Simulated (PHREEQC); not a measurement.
A solution holds 0.2 mol/kgw ZnSO4, 0.00066 mol/kgw MgSO4, 0.059 mol/kgw H2SO4 and 0.048 mol/kgw NaCl, at 56 °C. Closed to the air; pH follows from the charge balance.

Equilibrium calculation in PHREEQC: ion-association model, phreeqc.dat.

Precipitation was switched off in this run.

Task: Predict the pH, ionic strength.

Result: pH 1.60; ionic strength 0.485 mol/kgw.

Task: In which forms is S present?

Result: HSO4- 33 %, ZnSO4 25 %, SO4-2 24 %, Zn(SO4)2-2 17 %, NaSO4- 1.3 % of the S.

Species that the database lacks are ignored. Constants without temperature data keep their 25 °C values here.
